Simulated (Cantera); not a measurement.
A perfectly stirred reactor is fed with H₂ : O₂ : N₂ = 1 : 0.649 : 2.44 (molar parts), equivalence ratio 0.77, at 620000 Pa; it is adiabatic with a 425 K inlet, and is followed from long to short residence time, starting on the burning branch (τ in s: 0.27, 0.13, 0.064, 0.031, 0.015, 0.0071, 0.0034, 0.0017, 0.0008, 0.00038, 0.00019, 8.9e-05, 4.3e-05).

Cantera simulation using GRI-Mech 3.0 (53 species, 325 reactions); the numbers are that mechanism's predictions, not measurements. The hydrogen kinetics of GRI-Mech 3.0 are dated; newer H2 mechanisms differ, most at raised pressure.

**Question.** What does this change do: H2 1 to 1.4 parts?

**Answer.** 
```json
[
 {"quantity": "blow-out, bracketed by the residence times tried", "before": "burning at 43.0 µs, the shortest tried", "after": "burning at 43.0 µs, the shortest tried"},
 {"quantity": "x(H₂) at τ = 0.270 s", "before": "0.000778", "after": "0.0307"},
 {"quantity": "x(O₂) at τ = 0.270 s", "before": "0.0386", "after": "0.000783"},
 {"quantity": "x(H₂O₂) at τ = 0.270 s", "before": "4.96e-7", "after": "1.67e-7"},
 {"quantity": "x(HO₂) at τ = 0.270 s", "before": "4.79e-6", "after": "6.44e-7"},
 {"quantity": "x(H) at τ = 0.270 s", "before": "7.51e-5", "after": "0.00192"},
 {"quantity": "x(H₂) at τ = 3.40 ms", "before": "0.00123", "after": "0.0315"},
 {"quantity": "x(O₂) at τ = 3.40 ms", "before": "0.0406", "after": "0.00129"},
 {"quantity": "x(H₂O₂) at τ = 3.40 ms", "before": "5.78e-7", "after": "2.41e-7"},
 {"quantity": "x(HO₂) at τ = 3.40 ms", "before": "6.16e-6", "after": "1.13e-6"},
 {"quantity": "x(H) at τ = 3.40 ms", "before": "0.000138", "after": "0.00242"}
]
```

**Question.** What does this change do: 0.15 parts H2O added?

**Answer.** 
```csv
quantity,before,after
"blow-out, bracketed by the residence times tried","burning at 43.0 µs, the shortest tried","burning at 43.0 µs, the shortest tried"
x(H₂) at τ = 0.270 s,0.000778,0.000562
x(O₂) at τ = 0.270 s,0.0386,0.0378
x(H₂O₂) at τ = 0.270 s,4.96e-7,4.48e-7
x(HO₂) at τ = 0.270 s,4.79e-6,3.92e-6
x(H) at τ = 0.270 s,7.51e-5,4.28e-5
x(H₂) at τ = 3.40 ms,0.00123,0.00107
x(O₂) at τ = 3.40 ms,0.0406,0.0392
x(H₂O₂) at τ = 3.40 ms,5.78e-7,5.66e-7
x(HO₂) at τ = 3.40 ms,6.16e-6,5.64e-6
x(H) at τ = 3.40 ms,0.000138,9.86e-5
```

**Question.** What does this change do: inlet temperature 425 to 325 K?

**Answer.** 
```tsv
quantity	before	after
blow-out, bracketed by the residence times tried	burning at 43.0 µs, the shortest tried	burning at 43.0 µs, the shortest tried
x(H₂) at τ = 0.270 s	0.000778	0.000495
x(O₂) at τ = 0.270 s	0.0386	0.0394
x(H₂O₂) at τ = 0.270 s	4.96e-7	4.13e-7
x(HO₂) at τ = 0.270 s	4.79e-6	3.84e-6
x(H) at τ = 0.270 s	7.51e-5	3.99e-5
x(H₂) at τ = 3.40 ms	0.00123	0.000998
x(O₂) at τ = 3.40 ms	0.0406	0.0408
x(H₂O₂) at τ = 3.40 ms	5.78e-7	5.30e-7
x(HO₂) at τ = 3.40 ms	6.16e-6	5.65e-6
x(H) at τ = 3.40 ms	0.000138	9.93e-5
```
